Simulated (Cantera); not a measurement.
# Ti + O2 + H2 (titanium nitride, carbide and oxide coatings)

Feed: 1 mol Ti, 1.1 mol O2, 1.6 mol H2, at 1877 °C and 0.000330 bar.

These are equilibrium values from Cantera (NASA tables, ideal gas, pure condensed phases), not measurements of a reactor. Candidate condensed phases: H2O, Ti, TiO, TiO2, Ti2O3, Ti3O5, Ti4O7; 12 gas species. Condensed phases not in the tables: Magnéli phases beyond Ti4O7. The numbers say what is thermodynamically allowed, not how fast it happens.

| Item | Value |
|---|---|
| x(H2) | 0.568 |
| x(H2O) | 0.239 |
| x(H) | 0.175 |
| x(OH) | 0.00953 |
| x(TiO2) | 0.00571 |
| x(O) | 0.00207 |
| x(O2) | 0.000370 |
| x(TiO) | 0.000288 |
| n(Ti4O7(l)) | 0.247 mol |
| gas amount | 1.779 mol |
| log10 activity of Ti3O5(l) (absent) | -0.26 |
| log10 activity of Ti2O3(l) (absent) | -0.90 |
| log10 activity of Ti(l) (absent) | -6.80 |
